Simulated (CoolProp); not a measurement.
Properties of cyclopentane along the isobar 0.101 MPa (Tc = 511.7 K, pc = 4.583 MPa, ω = 0.202).

The numbers come from the reference Helmholtz-energy equation of state, Gedanitz 2015 in CoolProp.

| T (K) | phase | density (kg/m³) | cv (kJ/(kg K)) | speed of sound (m/s) | fugacity coefficient |
|---|---|---|---|---|---|
| 443 | gas | 1.947 | 1.782 | 234.1 | 0.9876 |
| 450.2 | gas | 1.915 | 1.816 | 236.0 | 0.9883 |
| 457.3 | gas | 1.884 | 1.848 | 237.8 | 0.9888 |
| 464.4 | gas | 1.854 | 1.881 | 239.7 | 0.9894 |
| 471.6 | gas | 1.825 | 1.913 | 241.5 | 0.9899 |
| 478.7 | gas | 1.797 | 1.945 | 243.3 | 0.9903 |
| 485.8 | gas | 1.770 | 1.976 | 245.1 | 0.9908 |
| 493 | gas | 1.744 | 2.007 | 246.9 | 0.9912 |
| 500.1 | gas | 1.718 | 2.038 | 248.6 | 0.9916 |
| 507.2 | gas | 1.693 | 2.068 | 250.4 | 0.9920 |
| 514.3 | gas | 1.669 | 2.098 | 252.1 | 0.9923 |
| 521.5 | gas | 1.646 | 2.128 | 253.8 | 0.9927 |
| 528.6 | gas | 1.623 | 2.158 | 255.5 | 0.9930 |
| 535.7 | gas | 1.601 | 2.187 | 257.2 | 0.9933 |
| 542.9 | gas | 1.579 | 2.216 | 258.9 | 0.9936 |
| 550 | gas | 1.559 | 2.244 | 260.6 | 0.9939 |
